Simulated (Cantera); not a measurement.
Feed: 1 mol Al2O3, 6.9 mol H2O, held at 1900 K and 210 Torr.

Equilibrium computed with Cantera from the NASA thermochemical tables; the gas is ideal and each condensed phase is pure. Candidate condensed phases: Al, Al2O3, H2O; 19 gas species. Gases not in the tables: Al(OH)3. The numbers say what is thermodynamically allowed, not how fast it happens.

Base state: H2O 0.991, H2 0.00521, O2 0.00219, OH 0.00169, H 0.000108, O 2.64e-5 (mole fractions); condensed: Al2O3(s).

Task: What changes in the equilibrium state with this change: 0.048 mol CH4 added?

Result: 
```csv
species,before,after
H2O,0.991,0.965
H2,0.00521,0.0269
CO2,0,0.00609
CO,0,0.000716
O2,0.00219,7.79e-5
O,2.64e-5,4.97e-6
OH,0.00169,0.000725
"Al2O3(s), mol",1.00,1.00
```
Further candidate phases: C, C6H6, C7H8, C8H18.
